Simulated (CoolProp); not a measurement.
Fluoroethane (R161) along the isobar 724 kPa: fugacity coefficient from the reference equation and from simpler models built on Tc = 375.2 K, pc = 5010 kPa, ω = 0.216; each cubic takes its own stable root.

Computed with CoolProp (reference Helmholtz-energy equation of state, Wu 2012).

| T (K) | phase | reference | Redlich-Kwong | Soave-Redlich-Kwong |
|---|---|---|---|---|
| 196.3 | liquid | ___ | ___ | 0.01487 |
| 212.8 | liquid | 0.04348 | 0.07693 | 0.04270 |
| 229.3 | liquid | 0.1031 | 0.1693 | 0.1025 |
| 245.7 | liquid | ___ | 0.3229 | 0.2123 |
| 262.2 | liquid | 0.3895 | 0.5543 | 0.3941 |
| 278.7 | liquid | 0.6538 | 0.8714 | ___ |
| 295.2 | gas | ___ | 0.9041 | 0.8977 |
| 311.7 | gas | 0.9060 | 0.9175 | 0.9129 |
| 328.1 | gas | ___ | 0.9285 | 0.9254 |
| 344.6 | gas | 0.9329 | 0.9378 | 0.9359 |
| 361.1 | gas | 0.9426 | 0.9455 | 0.9447 |
| 377.6 | gas | 0.9504 | 0.9521 | 0.9522 |
| 394.1 | gas | 0.9569 | 0.9577 | 0.9585 |
| 410.5 | gas | 0.9623 | 0.9624 | 0.9639 |

### Question
Some entries are withheld; supply them.

### Answer

- 196.3, reference: 0.01532
- 196.3, Redlich-Kwong: 0.02919
- 245.7, reference: 0.2116
- 278.7, Soave-Redlich-Kwong: 0.6657
- 295.2, reference: 0.8868
- 328.1, reference: 0.9209
